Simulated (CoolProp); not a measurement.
Model: reference Helmholtz-energy equation of state, Akasaka 2015, in CoolProp.

**Question.** Give the vapour pressure (MPa), enthalpy of vaporisation (kJ/kg), liquid cp (kJ/(kg K)), liquid conductivity (mW/(m K)) of saturated R245fa at 300.5, 343.5 K.

**Answer.** 
| T (K) | p (MPa) | enthalpy of vaporisation (kJ/kg) | liquid cp (kJ/(kg K)) | liquid conductivity (mW/(m K)) |
|---|---|---|---|---|
| 300.5 | 0.162 | 190 | 1.32 | 91.3 |
| 343.5 | 0.615 | 162 | 1.45 | 78.7 |

Thermal conductivity comes from a separate model (Huber 2003), an estimate that may be off by 10 % or more.
